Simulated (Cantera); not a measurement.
An isothermal, constant-pressure homogeneous reactor starts with NO : N₂ = 1 : 5.1 (molar parts), at 1675 K and 0.490 bar. Integrator tolerance rtol = 1e-08.

Model: GRI-Mech 3.0 (53 species, 325 reactions), integrated in Cantera.

Question: What does this change do: temperature 1675 to 2148 K?

Answer: 
```
quantity                                           before                                      after
----------------  ---------------------------------------  -----------------------------------------
x(NO) at 2.00 s     0.160 (gas-phase equilibrium 0.00177)     0.0112 (gas-phase equilibrium 0.00736)
x(NO₂) at 2.00 s  4.55e-5 (gas-phase equilibrium 2.56e-6)    6.43e-6 (gas-phase equilibrium 4.29e-6)
x(O) at 2.00 s    2.90e-6 (gas-phase equilibrium 1.40e-5)  0.000764 (gas-phase equilibrium 0.000773)
x(N₂) at 2.00 s       0.838 (gas-phase equilibrium 0.917)        0.912 (gas-phase equilibrium 0.914)
x(O₂) at 2.00 s    0.00184 (gas-phase equilibrium 0.0811)      0.0760 (gas-phase equilibrium 0.0779)
```
